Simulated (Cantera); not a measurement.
What does this Cantera script print?

```python
import numpy as np
import cantera as ct

gas_names = """
    C CH CH2 CH3 CH4 C2 C2H C2H2,acetylene C2H2,vinylidene C2H3,vinyl C2H4 C2H5 C2H6 C3 C3H3,propargyl
    C3H4,allene C3H4,propyne C3H4,cyclo- C3H5,allyl C3H6,propylene C3H6,cyclo- C3H7,n-propyl
    C3H7,i-propyl C3H8 C4 C4H2 C4H4,1,3-cyclo- C4H6,butadiene C4H6,2-butyne C4H6,cyclo- C4H8,1-butene
    C4H8,cis2-buten C4H8,tr2-butene C4H8,isobutene C4H8,cyclo- C4H9,n-butyl C4H9,i-butyl C4H9,s-butyl
    C4H9,t-butyl C4H10,isobutane C4H10,n-butane C5 C5H6,1,3cyclo- C5H8,cyclo- C5H10,1-pentene
    C5H10,cyclo- C5H11,pentyl C5H11,t-pentyl C5H12,n-pentane C5H12,i-pentane CH3C(CH3)2CH3 C6H2
    C6H5,phenyl C6H6 C6H10,cyclo- C6H12,1-hexene C6H12,cyclo- C6H13,n-hexyl C7H7,benzyl C7H8
    C7H14,1-heptene C7H15,n-heptyl C7H16,n-heptane C8H8,styrene C8H10,ethylbenz C8H16,1-octene
    C8H17,n-octyl C8H18,isooctane C8H18,n-octane C9H19,n-nonyl C10H8,naphthale C10H21,n-decyl
    C12H9,o-bipheny C12H10,bipheny H H2 Ti
""".split()
cond_names = """
    C(gr) C6H6(L) C7H8(L) C8H18(L),n-octa Ti(a) Ti(b) Ti(L) TiC(s) TiC(L)
""".split()


def load(file, names, dense=False):
    # The tables refer to 1 bar. Condensed volumes are neglected.
    table = {s.name: s for s in ct.Species.list_from_file(file)}
    out = []
    for n in names:
        d = dict(table[n].input_data)
        d["thermo"] = dict(d["thermo"], **{"reference-pressure": 1e5})
        if dense:
            d["equation-of-state"] = {"model": "constant-volume", "density": "1e6 g/cm^3"}
        out.append(ct.Species.from_dict(d))
    return out


gas = ct.Solution(thermo="ideal-gas", species=load("nasa_gas.yaml", gas_names))
cond = {s.name: ct.Solution(thermo="fixed-stoichiometry", species=[s], name=s.name)
        for s in load("nasa_condensed.yaml", cond_names, dense=True)}
atoms = {
    'TiC': {'Ti': 1, 'C': 1},
    'C': {'C': 1},
    'H2': {'H': 2},
}
top_T = {'C(gr)': 4500}  # K; cautious upper limits of use, not melting points


def equilibrate(T, P, feed):
    n = {}
    for name, mol in feed.items():
        for a, k in atoms[name].items():
            n[a] = n.get(a, 0.0) + k * mol
    gas.TPX = T, P, n
    mass = sum(n.values()) * gas.mean_molecular_weight
    gas.equilibrate("TP")
    valid = [c for c in cond.values() if c.min_temp <= T <= top_T.get(c.name, c.max_temp)]
    mix = ct.Mixture([(gas, mass / gas.mean_molecular_weight)] + [(c, 0.0) for c in valid])
    mix.T, mix.P = T, P
    mix.equilibrate("TP", solver="vcs", rtol=1e-11, max_steps=5000)
    return mix


results = []
feed = {'TiC': 1, 'C': 0.18, 'H2': 0.11}  # mol
P = 800  # Pa
for T in [1648, 1723, 1798, 1873, 1948, 2023, 2098]:
    mix = equilibrate(T, P, feed)
    results.append((T, P, feed, dict(zip(mix.species_names, mix.species_moles))))

top = {s: max(r[3][s] / sum(r[3][g] for g in gas_names) for r in results) for s in gas_names}
cols = sorted((s for s in top if top[s] > 1e-05), key=lambda s: -top[s])[:9]
seen = [c for c in cond_names if any(r[3].get(c, 0) > 1e-12 for r in results)]
print("log10 of partial pressures in bar; condensed amounts in mol")
print(f"{'T/K':>10s}" + "".join(f"{s[:9]:>10s}" for s in cols + seen))
for T, P, feed, n in results:
    ng = sum(n[g] for g in gas_names)
    print(f"{T:10.4g}" + "".join(f"{np.log10(max(n[s] / ng * P / 1e5, 1e-99)):10.3f}" for s in cols)
          + "".join(f"{n.get(c, 0):10.4g}" for c in seen))
```

Output:

```
log10 of partial pressures in bar; condensed amounts in mol
       T/K        H2         H C2H2,acet       CH4     C(gr)    TiC(s)
      1648    -2.097    -5.099    -6.447    -7.068      0.18         1
      1723    -2.098    -4.788    -6.141    -7.193      0.18         1
      1798    -2.099    -4.503    -5.862    -7.308      0.18         1
      1873    -2.100    -4.240    -5.606    -7.415    0.1799         1
      1948    -2.103    -3.998    -5.371    -7.516    0.1799         1
      2023    -2.107    -3.775    -5.156    -7.611    0.1798         1
      2098    -2.112    -3.568    -4.958    -7.704    0.1797         1
```

Equilibrium computed with Cantera from the NASA thermochemical tables; the gas is ideal and each condensed phase is pure. TiC: taken at fixed stoichiometry.
